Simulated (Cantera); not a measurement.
Charge: 1 mol PbO, 0.35 mol CO, 0.31 mol H2, equilibrated at 1498.15 K and 54.0 Pa.

Equilibrium computed with Cantera from the NASA thermochemical tables; the gas is ideal and each condensed phase is pure. Candidate condensed phases: C, C6H6, C7H8, C8H18, H2O, Pb, PbO, PbO2, Pb3O4; 113 gas species. Gases not in the tables: (PbO)n polymers. The numbers say what is thermodynamically allowed, not how fast it happens.

Base state: Pb 0.411, CO2 0.208, PbO 0.185, H2O 0.185, O2 0.00898, CO 0.000451, OH 0.000312, H2 0.000155 (mole fractions); condensed: gas only.

Task: What changes in the equilibrium state with this change: H2 from 0.31 to 0.67 mol?

Result: 
```
species    before    after
-------  --------  -------
Pb          0.411    0.487
H2O         0.185    0.324
CO2         0.208    0.163
PbO         0.185  0.00775
O2        0.00898  1.12e-5
H2       0.000155  0.00769
O         1.61e-5  5.69e-7
CO       0.000451  0.01000
H         9.22e-6  6.50e-5
```

Task: What changes in the equilibrium state with this change: H2 from 0.31 to 0.13 mol?

Result: 
| species | before | after |
|---|---|---|
| Pb | 0.411 | 0.369 |
| PbO | 0.185 | 0.288 |
| CO2 | 0.208 | 0.230 |
| H2O | 0.185 | 0.0853 |
| O2 | 0.00898 | 0.0269 |
| H2 | 0.000155 | 4.13e-5 |
| O | 1.61e-5 | 2.79e-5 |
| CO | 0.000451 | 0.000287 |
| OH | 0.000312 | 0.000279 |

Task: What changes in the equilibrium state with this change: pressure from 54.0 Pa to 0.340 bar?

Result: 
| species | before | after |
|---|---|---|
| CO2 | 0.208 | 0.478 |
| H2O | 0.185 | 0.424 |
| Pb | 0.411 | 0.0709 |
| PbO | 0.185 | 0.0253 |
| O2 | 0.00898 | 8.96e-6 |
| O | 1.61e-5 | 2.03e-8 |
| Pb2 | 1.57e-6 | 2.94e-5 |
| Pb(l), mol | 0 | 0.607 |
| PbO(l), mol | 0 | 0.323 |
Each liquid is taken as pure. Mutual solubility and eutectic melting of coexisting phases are not modelled.
